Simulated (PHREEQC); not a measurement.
# Brine

Make-up at 25 °C: 1.8 mol MgCl2 and 0.084 mol NaHCO3 per kg of water. Closed to the air; pH follows from the charge balance.

Computed with PHREEQC (Pitzer model, pitzer.dat).

Each row changes one thing in this solution. This is a speciation only: nothing precipitates in the calculation.

| case | pH | HCO3- (mol/kgw) | CO2 (mol/kgw) | MgCO3 (mol/kgw) | CO3-2 (mol/kgw) | MgOH+ (mol/kgw) | SI of Magnesite (MgCO3) |
|---|---|---|---|---|---|---|---|
| as made | 6.36 | 0.0645 | 0.00974 | 0.00568 | 0.00405 | 1.08e-5 | +2.66 |
| NaHCO3 from 0.084 to 0.126 mol/kgw | 6.36 | 0.0969 | 0.0145 | 0.00853 | 0.00600 | 1.09e-5 | +2.84 |
| MgCl2 from 1.8 to 0.9 mol/kgw | 6.86 | 0.0713 | 0.00636 | 0.00339 | 0.00297 | 4.61e-6 | +2.44 |
| NaHCO3 from 0.084 to 0.0756 mol/kgw | 6.36 | 0.0581 | 0.00877 | 0.00511 | 0.00365 | 1.08e-5 | +2.61 |
| diluted 5-fold with water | 7.24 | 0.0152 | 0.000829 | 0.000513 | 0.000313 | 2.76e-6 | +1.62 |
| temperature from 25 to 35 °C | 6.31 | 0.0639 | 0.0100 | 0.00564 | 0.00439 | 1.94e-5 | +2.63 |
| MgCl2 replaced by MgBr2 at the same molality | 6.29 | 0.0551 | 0.0145 | 0.0106 | 0.00383 | 2.64e-5 | +2.93 |

Species that the database lacks are ignored. Some of these states are supersaturated (in Magnesite (slow to form), for instance). In brines, pH and single-ion activities rest on the MacInnes convention.
